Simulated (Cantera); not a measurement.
Cantera run:

```python
import numpy as np
import cantera as ct

gas_names = [...]  # 95 gases of nasa_gas.yaml made of C, F, H
cond_names = """
    C(gr) C6H6(L) C7H8(L) C8H18(L),n-octa
""".split()


# ... load() reads the species with a 1 bar reference pressure and builds the phases ...
atoms = {
    'C2F6': {'C': 2, 'F': 6},
    'F2': {'F': 2},
    'H2': {'H': 2},
}
top_T = {'C(gr)': 4500}  # K; cautious upper limits of use, not melting points


# ... equilibrate(T, P, feed) seeds the gas with the atoms and calls Mixture.equilibrate('TP', solver="vcs", rtol=1e-11, max_steps=5000) ...
results = []
feed = {'C2F6': 1, 'F2': 0.41, 'H2': 5.1}  # mol
T = 2625  # K
P = 460  # Pa
mix = equilibrate(T, P, feed)
results.append((T, P, feed, dict(zip(mix.species_names, mix.species_moles))))
print(gas.report(threshold=0.0001))
for i in range(1, mix.n_phases):
    print(f"{mix.phase(i).name:16s} {mix.phase_moles(i):12.5e} mol")
```

It prints:

```
       temperature   2625 K
          pressure   460 Pa
           density   0.00031475 kg/m^3
  mean mol. weight   14.934 kg/kmol
   phase of matter   gas

                          1 kg             1 kmol
                     ---------------   ---------------
          enthalpy       -5.6445e+06       -8.4294e+07  J
   internal energy        -7.106e+06       -1.0612e+08  J
           entropy             18330        2.7373e+05  J/K
    Gibbs function        -5.376e+07       -8.0283e+08  J
 heat capacity c_p            2203.8             32911  J/K
 heat capacity c_v              1647             24596  J/K

                      mass frac. Y      mole frac. X     chem. pot. / RT
                     ---------------   ---------------   ---------------
                 C        0.00014939        0.00018574           -3.3773
                CF        0.00042398        0.00020418           -33.031
               C2H        0.00051187         0.0003054           -20.854
    C2H2,acetylene         0.0027242         0.0015624           -34.953
                C3         0.0016569         0.0006867           -10.132
                 F         0.0055221         0.0043407           -29.654
                 H          0.012498           0.18516           -14.099
                HF           0.96451           0.71996           -43.753
                H2          0.011812          0.087498           -28.199
     [  +86 minor]        0.00019016        9.4153e-05

C(gr)             1.93975e+00 mol
```

Method: chemical equilibrium by Gibbs-energy minimisation in Cantera with the NASA 1993 tables (ideal gas, pure condensed phases). The feed counts by its element totals alone.
